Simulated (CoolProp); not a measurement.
Vapour-liquid equilibrium of carbon dioxide (1) + n-pentane (2) at -26.45 °C; x and y are mole fractions of (1).

Model: multi-fluid Helmholtz-energy mixture model, Span 1996 and Thol 2019; pair parameters Kunz 2012, in CoolProp.

| x | bubble pressure (MPa) | y at the bubble point | dew pressure at overall composition x (MPa) | liquid density (mol/L) |
|---|---|---|---|---|
| 0.05 | 0.1227 | 0.949 | 0.006621 | 9.580 |
| 0.2 | 0.5058 | (withheld) | 0.007866 | 10.58 |
| 0.35 | 0.8271 | 0.993 | (withheld) | (withheld) |
| 0.5 | 1.032 | 0.994 | 0.01259 | 13.38 |
| 0.65 | 1.164 | (withheld) | 0.01798 | 15.43 |
| 0.8 | 1.302 | 0.997 | 0.03144 | (withheld) |
| 0.95 | 1.512 | (withheld) | 0.1254 | 22.29 |

### Question
What belongs in the gaps?

### Answer

- 0.2, y at the bubble point: 0.988
- 0.35, dew pressure at overall composition x (MPa): 0.009684
- 0.35, liquid density (mol/L): 11.82
- 0.65, y at the bubble point: 0.995
- 0.8, liquid density (mol/L): 18.22
- 0.95, y at the bubble point: 0.999

No azeotrope shows between x = 0.05 and 0.95.

Pair parameters are fitted to limited data, so mixtures are less certain than the pure fluids. The gap from Raoult's law changes sign with composition, which may be real or a fault of the pair parameters; it wasn't checked against measurements. With so large a gap from Raoult's law the liquid may split in two, which this calculation doesn't test in full.
